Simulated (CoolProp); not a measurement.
Properties of CHF3 (R23) at several states (Tc = 26.1 °C, pc = 48.32 bar, ω = 0.263).

The numbers come from the reference Helmholtz-energy equation of state, Penoncello 2003 in CoolProp.

```csv
T (°C),p (bar),phase,cp (kJ/(kg K)),conductivity (mW/(m K)),fugacity coefficient
94.85,0.777,gas,0.8309,17.3,0.9972
49.35,18.5,gas,0.8958,17.4,0.8956
90.85,48.9,supercritical,1.090,23.9,0.8276
-29.35,117,liquid,1.313,106,0.09960
-23.15,97.5,liquid,1.352,101,0.1350
9.05,15.5,gas,0.9385,15.1,0.8603
```

Thermal conductivity comes from a separate model (Shan 2000).
